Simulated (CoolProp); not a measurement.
R1224YDZ at 298.15 K and 0.0765 MPa is throttled through a valve to 0.05 MPa with no heat exchange. Each further row changes one setting.

The numbers come from the reference Helmholtz-energy equation of state, Akasaka 2023 in CoolProp.

| case | temperature change (K) | final density (kg/m³) |
|---|---|---|
| as stated | … | 3.07 |
| outlet pressure 0.015 MPa | … | … |
| outlet pressure 0.065 MPa | … | 4.01 |

Question: Complete the blanks.

Answer: 
- as stated, temperature change (K): -1.0
- outlet pressure 0.015 MPa, temperature change (K): -2.4
- outlet pressure 0.015 MPa, final density (kg/m³): 0.911
- outlet pressure 0.065 MPa, temperature change (K): -0.4
